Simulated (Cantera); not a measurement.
An adiabatic, constant-pressure homogeneous reactor starts with CO : H2 : CH4 : O2 : N2 = 1 : 0.52 : 0.093 : 0.946 : 4.54 (molar parts), at 1175 K and 100000 Pa. Integrator tolerance rtol = 1e-08.

Cantera simulation using GRI-Mech 3.0 (53 species, 325 reactions); the numbers are that mechanism's predictions, not measurements.

Q: What does this change do: initial temperature 1175 to 1025 K?

A: 
| quantity | before | after |
|---|---|---|
| time of steepest temperature rise | 0.129 ms | 0.639 ms |
| temperature at 0.100 s | 2573 K | 2515 K |
| equilibrium temperature | 2573 K | 2515 K |
| x(CO) at 0.100 s | 0.0467 (gas-phase equilibrium 0.0467) | 0.0398 (gas-phase equilibrium 0.0398) |
| x(H2) at 0.100 s | 0.00582 (gas-phase equilibrium 0.00582) | 0.00491 (gas-phase equilibrium 0.00491) |
| x(CH4) at 0.100 s | <1e-12 (gas-phase equilibrium <1e-12) | <1e-12 (gas-phase equilibrium <1e-12) |
| x(CH2) at 0.100 s | <1e-12 (gas-phase equilibrium <1e-12) | <1e-12 (gas-phase equilibrium <1e-12) |
| x(NO2) at 0.100 s | 1.85e-6 (gas-phase equilibrium 1.85e-6) | 1.54e-6 (gas-phase equilibrium 1.54e-6) |
| x(CH2O) at 0.100 s | 1.09e-10 (gas-phase equilibrium 1.09e-10) | 7.82e-11 (gas-phase equilibrium 7.82e-11) |

Q: What does this change do: pressure from 100000 Pa to 25000 Pa?

A: 
```tsv
quantity	before	after
time of steepest temperature rise	0.129 ms	0.422 ms
temperature at 0.100 s	2573 K	2493 K
equilibrium temperature	2573 K	2493 K
x(CO) at 0.100 s	0.0467 (gas-phase equilibrium 0.0467)	0.0533 (gas-phase equilibrium 0.0533)
x(H2) at 0.100 s	0.00582 (gas-phase equilibrium 0.00582)	0.00709 (gas-phase equilibrium 0.00709)
x(CH4) at 0.100 s	<1e-12 (gas-phase equilibrium <1e-12)	<1e-12 (gas-phase equilibrium <1e-12)
x(CH2) at 0.100 s	<1e-12 (gas-phase equilibrium <1e-12)	<1e-12 (gas-phase equilibrium <1e-12)
x(NO2) at 0.100 s	1.85e-6 (gas-phase equilibrium 1.85e-6)	1.02e-6 (gas-phase equilibrium 1.03e-6)
x(CH2O) at 0.100 s	1.09e-10 (gas-phase equilibrium 1.09e-10)	3.78e-11 (gas-phase equilibrium 3.78e-11)
```

Q: What does this change do: O2 0.946 to 0.31 parts?

A: 
```
quantity                                                              before                                      after
---------------------------------  -----------------------------------------  -----------------------------------------
time of steepest temperature rise                                   0.129 ms                                   0.804 ms
temperature at 0.100 s                                                2573 K                                     1788 K
equilibrium temperature                                               2573 K                                     1788 K
x(CO) at 0.100 s                       0.0467 (gas-phase equilibrium 0.0467)        0.141 (gas-phase equilibrium 0.141)
x(H2) at 0.100 s                     0.00582 (gas-phase equilibrium 0.00582)      0.0600 (gas-phase equilibrium 0.0600)
x(CH4) at 0.100 s                      <1e-12 (gas-phase equilibrium <1e-12)  6.98e-11 (gas-phase equilibrium 1.41e-10)
x(CH2) at 0.100 s                      <1e-12 (gas-phase equilibrium <1e-12)      <1e-12 (gas-phase equilibrium <1e-12)
x(NO2) at 0.100 s                    1.85e-6 (gas-phase equilibrium 1.85e-6)      <1e-12 (gas-phase equilibrium <1e-12)
x(CH2O) at 0.100 s                 1.09e-10 (gas-phase equilibrium 1.09e-10)    3.51e-9 (gas-phase equilibrium 3.51e-9)
```
